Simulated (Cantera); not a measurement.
A Cantera script and what it prints.

```python
import numpy as np
import cantera as ct

gas_names = """
    C CH CH2 CH3 CH4 C2 C2H C2H2,acetylene C2H2,vinylidene C2H3,vinyl C2H4 C2H5 C2H6 C3 C3H3,propargyl
    C3H4,allene C3H4,propyne C3H4,cyclo- C3H5,allyl C3H6,propylene C3H6,cyclo- C3H7,n-propyl
    C3H7,i-propyl C3H8 C4 C4H2 C4H4,1,3-cyclo- C4H6,butadiene C4H6,2-butyne C4H6,cyclo- C4H8,1-butene
    C4H8,cis2-buten C4H8,tr2-butene C4H8,isobutene C4H8,cyclo- C4H9,n-butyl C4H9,i-butyl C4H9,s-butyl
    C4H9,t-butyl C4H10,isobutane C4H10,n-butane C5 C5H6,1,3cyclo- C5H8,cyclo- C5H10,1-pentene
    C5H10,cyclo- C5H11,pentyl C5H11,t-pentyl C5H12,n-pentane C5H12,i-pentane CH3C(CH3)2CH3 C6H2
    C6H5,phenyl C6H6 C6H10,cyclo- C6H12,1-hexene C6H12,cyclo- C6H13,n-hexyl C7H7,benzyl C7H8
    C7H14,1-heptene C7H15,n-heptyl C7H16,n-heptane C8H8,styrene C8H10,ethylbenz C8H16,1-octene
    C8H17,n-octyl C8H18,isooctane C8H18,n-octane C9H19,n-nonyl C10H8,naphthale C10H21,n-decyl
    C12H9,o-bipheny C12H10,bipheny H H2 Si SiC SiC2 SiC4H12 SiH SiH2 SiH3 SiH4 Si2 Si2C Si3
""".split()
cond_names = """
    C(gr) C6H6(L) C7H8(L) C8H18(L),n-octa Si(cr) Si(L) SiC(b)
""".split()


def load(file, names, dense=False):
    # The tables refer to 1 bar. Condensed volumes are neglected.
    table = {s.name: s for s in ct.Species.list_from_file(file)}
    out = []
    for n in names:
        d = dict(table[n].input_data)
        d["thermo"] = dict(d["thermo"], **{"reference-pressure": 1e5})
        if dense:
            d["equation-of-state"] = {"model": "constant-volume", "density": "1e6 g/cm^3"}
        out.append(ct.Species.from_dict(d))
    return out


gas = ct.Solution(thermo="ideal-gas", species=load("nasa_gas.yaml", gas_names))
cond = {s.name: ct.Solution(thermo="fixed-stoichiometry", species=[s], name=s.name)
        for s in load("nasa_condensed.yaml", cond_names, dense=True)}
atoms = {
    'SiH4': {'Si': 1, 'H': 4},
    'C3H8': {'C': 3, 'H': 8},
    'H2': {'H': 2},
}
top_T = {'C(gr)': 4500, 'SiC(b)': 3050}  # K; cautious upper limits of use, not melting points


def equilibrate(T, P, feed):
    n = {}
    for name, mol in feed.items():
        for a, k in atoms[name].items():
            n[a] = n.get(a, 0.0) + k * mol
    gas.TPX = T, P, n
    mass = sum(n.values()) * gas.mean_molecular_weight
    gas.equilibrate("TP")
    valid = [c for c in cond.values() if c.min_temp <= T <= top_T.get(c.name, c.max_temp)]
    mix = ct.Mixture([(gas, mass / gas.mean_molecular_weight)] + [(c, 0.0) for c in valid])
    mix.T, mix.P = T, P
    mix.equilibrate("TP", solver="vcs", rtol=1e-11, max_steps=5000)
    return mix


results = []
feed = {'SiH4': 1, 'C3H8': 0.054, 'H2': 3.2}  # mol
T = 2200  # K
P = 133.322  # Pa
mix = equilibrate(T, P, feed)
results.append((T, P, feed, dict(zip(mix.species_names, mix.species_moles))))
x = sorted(zip(gas.X, gas.species_names), reverse=True)
print(f"T = {T:g} K  P = {P:g} Pa  gas = {mix.phase_moles(0):.4g} mol")
print("   x: " + "  ".join(f"{s} {v:.3e}" for v, s in x if v > 0.0001))
print("   condensed (mol): " + ("  ".join(f"{mix.phase(i).name} {mix.phase_moles(i):.4g}"
      for i in range(1, mix.n_phases) if mix.phase_moles(i) > 1e-12) or "none"))
```

Result:

```
T = 2200 K  P = 133.322 Pa  gas = 6.698 mol
   x: H2 7.412e-01  H 1.328e-01  Si 1.158e-01  Si2C 6.797e-03  SiH 1.612e-03  Si2 7.770e-04  SiC2 7.307e-04  C2H2,acetylene 1.247e-04
   condensed (mol): SiC(b) 0.105
```

These are equilibrium values from Cantera (NASA tables, ideal gas, pure condensed phases), not measurements of a reactor. Gases not in the tables: Si2H6 and higher silanes.
